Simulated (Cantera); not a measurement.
An isothermal, constant-pressure homogeneous reactor starts with C₃H₈ : H₂ = 1 : 2.4 (molar parts), at 1275 K and 0.000661 atm.

Computed with Cantera and GRI-Mech 3.0 (53 species, 325 reactions). GRI-Mech 3.0 was tuned for natural gas; its chemistry of propane as a main component is partial and can be far from experiment. GRI-Mech 3.0 stops at C3 and has no aromatics, soot or wall deposition, so with more carbon than oxygen in the feed, carbon stays in small species such as C2H2 where larger ones or solid carbon would form. Radical loss at walls, strong at low pressure, is not modelled.

Predict: x(C₃H₈) at 5.00 s; x(H₂) at 5.00 s; x(C₂H₆) at 5.00 s; x(C₂H₄) at 5.00 s; x(C₂H₂) at 5.00 s.


```
Quantity                                            Result
-----------------  ---------------------------------------
x(C₃H₈) at 5.00 s   2.95e-8 (gas-phase equilibrium <1e-12)
x(H₂) at 5.00 s        0.578 (gas-phase equilibrium 0.763)
x(C₂H₆) at 5.00 s  4.10e-5 (gas-phase equilibrium 1.59e-8)
x(C₂H₄) at 5.00 s   0.149 (gas-phase equilibrium 0.000475)
x(C₂H₂) at 5.00 s     0.0651 (gas-phase equilibrium 0.233)
```
